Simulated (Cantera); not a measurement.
A closed system holds: 1 mol AlN, 5.1 mol O2, equilibrated at 1.40 Pa.

These are equilibrium values from Cantera (NASA tables, ideal gas, pure condensed phases), not measurements of a reactor. Candidate condensed phases: Al, AlN, Al2O3; 16 gas species. Equilibrium is a limit: real reactors are often held back by kinetics, nucleation or transport.

x: gas mole fraction; n: condensed amount in mol.

| T (K) | x O2 | x O | x N2 | x NO | n Al2O3(s) |
|---|---|---|---|---|---|
| 948 | 0.897 | 7.52e-9 | 0.103 | 1.28e-5 | 0.500 |
| 1048 | 0.897 | 1.60e-7 | 0.103 | 3.87e-5 | 0.500 |
| 1148 | 0.897 | 2.01e-6 | 0.103 | 9.65e-5 | 0.500 |
| 1248 | 0.897 | 1.68e-5 | 0.103 | 0.000208 | 0.500 |
| 1348 | 0.897 | 0.000103 | 0.103 | 0.000400 | 0.500 |
| 1448 | 0.896 | 0.000494 | 0.103 | 0.000701 | 0.500 |
| 1548 | 0.895 | 0.00193 | 0.102 | 0.00114 | 0.500 |
| 1648 | 0.890 | 0.00638 | 0.102 | 0.00175 | 0.500 |
| 1748 | 0.878 | (withheld) | 0.101 | (withheld) | 0.500 |
| 1848 | 0.851 | 0.0467 | 0.0989 | 0.00347 | 0.500 |
| 1948 | 0.794 | (withheld) | 0.0954 | (withheld) | 0.500 |
| 2048 | 0.692 | 0.213 | 0.0894 | 0.00533 | 0.500 |
| 2148 | 0.536 | 0.377 | 0.0808 | 0.00572 | 0.499 |

Q: Fill in the missing entries.

A: 
- 1948, x O: 0.106
- 1948, x NO: 0.00448
- 1748, x O: 0.0184
- 1748, x NO: 0.00254
